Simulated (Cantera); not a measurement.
A perfectly stirred reactor is fed with 83.3 % NH3, 16.7 % N2, at 1.00 bar; it is held at 2325 K, and followed from long to short residence time.

Computed with Cantera and the gas-phase N/H chemistry of the illustrative SiF4/NH3 mechanism in the Surface Chemkin manual (1991). Walls and surfaces, which speed up NH3 decomposition in real reactors, are not modelled.

One state of this run: x NH3 = 0.00276; x NH2 = 9.03e-5; x N2H2 = 3.95e-8; x H2 = 0.674; x NH = 1.96e-5; x N2 = 0.317; x H = 0.00694. x: mole fraction; the columns are a selection and need not sum to one.

Problem. Which value of τ (s) does it belong to?
A) 0.27
B) 0.065
C) 0.00046
D) 0.0038

Solution. A, 0.27
